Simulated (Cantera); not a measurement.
An isothermal, constant-pressure homogeneous reactor starts with 0.133 % CH4, 99.9 % N2, at 1825 K and 1.01 bar.

Model: GRI-Mech 3.0 (53 species, 325 reactions), integrated in Cantera. GRI-Mech 3.0 stops at C3 and has no aromatics, soot or wall deposition, so with more carbon than oxygen in the feed, carbon stays in small species such as C2H2 where larger ones or solid carbon would form.

x: mole fraction; the columns are a selection and need not sum to one.

```csv
t (s),x CH4,x H,x C2H4,x HCN,x C2H6,x CH2,x C2H2
2.00e-5,0.00133,8.33e-7,1.17e-10,1.22e-12,9.22e-11,2.55e-10,<1e-12
8.60e-5,0.00132,1.23e-6,1.60e-8,6.66e-11,7.67e-9,8.70e-9,2.89e-10
0.000369,0.00128,1.64e-6,1.49e-6,5.20e-9,2.40e-7,9.62e-8,1.29e-7
0.00159,0.00101,7.32e-6,5.55e-5,4.99e-7,2.19e-6,5.52e-7,3.42e-5
0.00682,0.000337,1.49e-5,1.97e-5,8.69e-6,3.96e-7,4.08e-7,0.000443
0.0293,7.04e-5,1.77e-5,8.60e-7,2.51e-5,1.91e-8,1.19e-7,0.000610
0.126,1.04e-5,1.88e-5,4.44e-8,4.20e-5,4.51e-10,2.04e-8,0.000638
0.541,[?],1.92e-5,2.52e-8,5.01e-5,1.11e-12,[?],0.000639
2.33,[?],1.96e-5,2.52e-8,5.06e-5,<1e-12,2.06e-10,0.000639
10.0,3.14e-8,1.96e-5,2.52e-8,5.07e-5,<1e-12,7.10e-11,0.000639
```

Some entries are withheld; supply them.


- 0.541, x CH4: 5.08e-7
- 0.541, x CH2: 1.07e-9
- 2.33, x CH4: 9.06e-8
